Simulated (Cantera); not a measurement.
Input (Python, Cantera) and output of one run.

```python
import numpy as np
import cantera as ct

gas_names = """
    C CH CH2 CH3 CH4 CN C2 C2H C2H2,acetylene C2H2,vinylidene C2H3,vinyl CH3CN C2H4 C2H5 C2H6 CCN CNC
    C2N2 C3 C3H3,propargyl C3H4,allene C3H4,propyne C3H4,cyclo- C3H5,allyl C3H6,propylene C3H6,cyclo-
    C3H7,n-propyl C3H7,i-propyl C3H8 C4 C4H2 C4H4,1,3-cyclo- C4H6,butadiene C4H6,2-butyne C4H6,cyclo-
    C4H8,1-butene C4H8,cis2-buten C4H8,tr2-butene C4H8,isobutene C4H8,cyclo- C4H9,n-butyl C4H9,i-butyl
    C4H9,s-butyl C4H9,t-butyl C4H10,isobutane C4H10,n-butane C4N2 C5 C5H6,1,3cyclo- C5H8,cyclo-
    C5H10,1-pentene C5H10,cyclo- C5H11,pentyl C5H11,t-pentyl C5H12,n-pentane C5H12,i-pentane
    CH3C(CH3)2CH3 C6H2 C6H5,phenyl C6H6 C6H10,cyclo- C6H12,1-hexene C6H12,cyclo- C6H13,n-hexyl
    C7H7,benzyl C7H8 C7H14,1-heptene C7H15,n-heptyl C7H16,n-heptane C8H8,styrene C8H10,ethylbenz
    C8H16,1-octene C8H17,n-octyl C8H18,isooctane C8H18,n-octane C9H19,n-nonyl C10H8,naphthale
    C10H21,n-decyl C12H9,o-bipheny C12H10,bipheny H HCN HCCN HNC H2 N NH NH2 NH3 N2 N2H2 N2H4
""".split()
cond_names = """
    C(gr) C6H6(L) C7H8(L) C8H18(L),n-octa
""".split()


def load(file, names, dense=False):
    # The tables refer to 1 bar. Condensed volumes are neglected.
    table = {s.name: s for s in ct.Species.list_from_file(file)}
    out = []
    for n in names:
        d = dict(table[n].input_data)
        d["thermo"] = dict(d["thermo"], **{"reference-pressure": 1e5})
        if dense:
            d["equation-of-state"] = {"model": "constant-volume", "density": "1e6 g/cm^3"}
        out.append(ct.Species.from_dict(d))
    return out


gas = ct.Solution(thermo="ideal-gas", species=load("nasa_gas.yaml", gas_names))
cond = {s.name: ct.Solution(thermo="fixed-stoichiometry", species=[s], name=s.name)
        for s in load("nasa_condensed.yaml", cond_names, dense=True)}
atoms = {
    'C2H6': {'C': 2, 'H': 6},
    'NH3': {'N': 1, 'H': 3},
    'N2': {'N': 2},
}
top_T = {'C(gr)': 4500}  # K; cautious upper limits of use, not melting points


def equilibrate(T, P, feed):
    n = {}
    for name, mol in feed.items():
        for a, k in atoms[name].items():
            n[a] = n.get(a, 0.0) + k * mol
    gas.TPX = T, P, n
    mass = sum(n.values()) * gas.mean_molecular_weight
    gas.equilibrate("TP")
    valid = [c for c in cond.values() if c.min_temp <= T <= top_T.get(c.name, c.max_temp)]
    mix = ct.Mixture([(gas, mass / gas.mean_molecular_weight)] + [(c, 0.0) for c in valid])
    mix.T, mix.P = T, P
    mix.equilibrate("TP", solver="vcs", rtol=1e-11, max_steps=5000)
    return mix


results = []
feed = {'C2H6': 1, 'NH3': 0.89, 'N2': 8.3}  # mol
P = 57000  # Pa
for T in [1473, 1523, 1573, 1623, 1673, 1723, 1773, 1823, 1873, 1923, 1973, 2023, 2073]:
    mix = equilibrate(T, P, feed)
    results.append((T, P, feed, dict(zip(mix.species_names, mix.species_moles))))
    x = sorted(zip(gas.X, gas.species_names), reverse=True)
    print(f"T = {T:g} K  P = {P:g} Pa  gas = {mix.phase_moles(0):.4g} mol")
    print("   x: " + "  ".join(f"{s} {v:.3e}" for v, s in x if v > 1e-06))
    print("   condensed (mol): " + ("  ".join(f"{mix.phase(i).name} {mix.phase_moles(i):.4g}"
          for i in range(1, mix.n_phases) if mix.phase_moles(i) > 1e-12) or "none"))
```

It prints:

```
T = 1473 K  P = 57000 Pa  gas = 13.08 mol
   x: N2 6.685e-01  H2 3.309e-01  HCN 4.096e-04  CH4 1.832e-04  H 9.639e-06  HNC 6.323e-06  NH3 5.968e-06  C2H2,acetylene 2.153e-06
   condensed (mol): C(gr) 1.992
T = 1523 K  P = 57000 Pa  gas = 13.08 mol
   x: N2 6.684e-01  H2 3.309e-01  HCN 5.833e-04  CH4 1.437e-04  H 1.761e-05  HNC 1.060e-05  NH3 5.130e-06  C2H2,acetylene 3.909e-06
   condensed (mol): C(gr) 1.99
T = 1573 K  P = 57000 Pa  gas = 13.08 mol
   x: N2 6.682e-01  H2 3.308e-01  HCN 8.119e-04  CH4 1.144e-04  H 3.097e-05  HNC 1.718e-05  C2H2,acetylene 6.830e-06  NH3 4.451e-06
   condensed (mol): C(gr) 1.987
T = 1623 K  P = 57000 Pa  gas = 13.08 mol
   x: N2 6.681e-01  H2 3.306e-01  HCN 1.107e-03  CH4 9.240e-05  H 5.264e-05  HNC 2.701e-05  C2H2,acetylene 1.152e-05  NH3 3.895e-06
   condensed (mol): C(gr) 1.984
T = 1673 K  P = 57000 Pa  gas = 13.08 mol
   x: N2 6.678e-01  H2 3.305e-01  HCN 1.481e-03  H 8.671e-05  CH4 7.557e-05  HNC 4.133e-05  C2H2,acetylene 1.883e-05  NH3 3.434e-06
   condensed (mol): C(gr) 1.979
T = 1723 K  P = 57000 Pa  gas = 13.08 mol
   x: N2 6.676e-01  H2 3.302e-01  HCN 1.947e-03  H 1.388e-04  CH4 6.252e-05  HNC 6.167e-05  C2H2,acetylene 2.988e-05  NH3 3.050e-06
   condensed (mol): C(gr) 1.972
T = 1773 K  P = 57000 Pa  gas = 13.08 mol
   x: N2 6.672e-01  H2 3.298e-01  HCN 2.520e-03  H 2.164e-04  HNC 8.992e-05  CH4 5.227e-05  C2H2,acetylene 4.617e-05  NH3 2.725e-06
   condensed (mol): C(gr) 1.964
T = 1823 K  P = 57000 Pa  gas = 13.08 mol
   x: N2 6.668e-01  H2 3.294e-01  HCN 3.214e-03  H 3.293e-04  HNC 1.284e-04  C2H2,acetylene 6.962e-05  CH4 4.412e-05  NH3 2.449e-06
   condensed (mol): C(gr) 1.954
T = 1873 K  P = 57000 Pa  gas = 13.08 mol
   x: N2 6.663e-01  H2 3.288e-01  HCN 4.045e-03  H 4.902e-04  HNC 1.797e-04  C2H2,acetylene 1.026e-04  CH4 3.757e-05  NH3 2.213e-06  CH3 1.126e-06
   condensed (mol): C(gr) 1.942
T = 1923 K  P = 57000 Pa  gas = 13.08 mol
   x: N2 6.657e-01  H2 3.281e-01  HCN 5.027e-03  H 7.147e-04  HNC 2.470e-04  C2H2,acetylene 1.481e-04  CH4 3.224e-05  NH3 2.008e-06  CH3 1.404e-06
   condensed (mol): C(gr) 1.927
T = 1973 K  P = 57000 Pa  gas = 13.09 mol
   x: N2 6.650e-01  H2 3.272e-01  HCN 6.176e-03  H 1.022e-03  HNC 3.340e-04  C2H2,acetylene 2.096e-04  CH4 2.786e-05  NH3 1.830e-06  CH3 1.729e-06
   condensed (mol): C(gr) 1.909
T = 2023 K  P = 57000 Pa  gas = 13.09 mol
   x: N2 6.641e-01  H2 3.262e-01  HCN 7.505e-03  H 1.437e-03  HNC 4.445e-04  C2H2,acetylene 2.914e-04  CH4 2.423e-05  CH3 2.105e-06  NH3 1.673e-06  C2N2 1.497e-06
   condensed (mol): C(gr) 1.888
T = 2073 K  P = 57000 Pa  gas = 13.09 mol
   x: N2 6.631e-01  H2 3.249e-01  HCN 9.029e-03  H 1.985e-03  HNC 5.830e-04  C2H2,acetylene 3.981e-04  CH4 2.119e-05  CH3 2.535e-06  C2N2 2.339e-06  NH3 1.535e-06  CN 1.527e-06
   condensed (mol): C(gr) 1.863
```

Method: chemical equilibrium by Gibbs-energy minimisation in Cantera with the NASA 1993 tables (ideal gas, pure condensed phases).
